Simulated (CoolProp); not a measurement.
R134a at 244.24 K and 0.0333 MPa flows at 11 m/s in a round tube of 12.7 mm bore and 45 µm roughness, fully developed (64/Re and Nu = 3.66 if laminar; Colebrook and Gnielinski if turbulent). Each further row changes one setting.

Values from CoolProp's reference Helmholtz-energy equation of state, Tillner-Roth 1994.

| case | Reynolds number | Darcy friction factor | pressure drop (Pa/m) | heat-transfer coefficient (W/(m² K)) | mass flow (kg/h) |
|---|---|---|---|---|---|
| as stated | 24400 | 0.0316 | 255 | 59.3 | 8.51 |
| velocity 22 m/s | 48700 | 0.0297 | 961 | 114 | 17.0 |
| diameter 25.4 mm | 48700 | 0.0260 | 105 | 49.4 | 34.1 |

Viscosity comes from a separate model (Huber 2003), an estimate that may be off by 10 % or more. Thermal conductivity comes from a separate model (McLinden 2000), an estimate that may be off by 10 % or more.
